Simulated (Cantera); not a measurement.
Input: 1 mol Al2O3, 0.52 mol O2, equilibrated at 0.0210 bar.

Method: chemical equilibrium by Gibbs-energy minimisation in Cantera with the NASA 1993 tables (ideal gas, pure condensed phases). Candidate condensed phases: Al, Al2O3; 9 gas species. Kinetics and transport are ignored. All values below are at 1427 °C.

Base state: O2 1.000, O 0.000308 (mole fractions); condensed: Al2O3(s).

**Question.** What changes in the equilibrium state with this change: pressure from 0.0210 bar to 0.000310 bar?

**Answer.** 
```json
[
 {"species": "O2", "before": "1.000", "after": "0.997"},
 {"species": "O", "before": "0.000308", "after": "0.00254"},
 {"species": "Al2O3(s), mol", "before": "1.00", "after": "1.00"}
]
```
